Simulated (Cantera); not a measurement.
A perfectly stirred reactor is fed with CH₄ : N₂ = 0.36 : 1.3 (molar parts), at 0.0133 bar; it is held at 1548 K, and followed from long to short residence time.

Detailed kinetics in Cantera: GRI-Mech 3.0 (53 species, 325 reactions). GRI-Mech 3.0 stops at C3 and has no aromatics, soot or wall deposition, so with more carbon than oxygen in the feed, carbon stays in small species such as C2H2 where larger ones or solid carbon would form. Radical loss at walls, strong at low pressure, is not modelled.

Task: Predict: x(CH₄) at τ = 1.60 s; x(H₂) at τ = 1.60 s; x(C₂H₂) at τ = 1.60 s; x(C₂H) at τ = 1.60 s; x(C₂H₆) at τ = 1.60 s; x(CH₄) at τ = 18.0 ms; x(H₂) at τ = 18.0 ms; x(C₂H₂) at τ = 18.0 ms; x(C₂H₆) at τ = 18.0 ms.

Result: 
```json
{
  "x(CH₄) at τ = 1.60 s": "0.133",
  "x(H₂) at τ = 1.60 s": "0.102",
  "x(C₂H₂) at τ = 1.60 s": "0.0322",
  "x(C₂H) at τ = 1.60 s": "2.09e-8",
  "x(C₂H₆) at τ = 1.60 s": "5.18e-5",
  "x(CH₄) at τ = 18.0 ms": "0.217",
  "x(H₂) at τ = 18.0 ms": "8.26e-5",
  "x(C₂H₂) at τ = 18.0 ms": "4.49e-7",
  "x(C₂H₆) at τ = 18.0 ms": "1.29e-6"
}
```
